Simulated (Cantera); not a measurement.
# Ignition delay

Mixture: CH4 : O2 : N2 : H2O : C2H6 = 1 : 1.05 : 4.21 : 0.93 : 0.15 (molar parts), at 101000 Pa, adiabatic and at constant volume. Ignition delay is the time to a rise of 400 K.

Detailed kinetics in Cantera: GRI-Mech 3.0 (53 species, 325 reactions).

```csv
T0 (K),delay (ms)
1300,2.31
1350,1.47
1400,0.930
1450,0.589
1500,0.376
1550,0.244
1600,0.162
1650,0.111
1700,0.0785
```

- apparent activation energy between 1600 and 1700 K: 160 kJ/mol
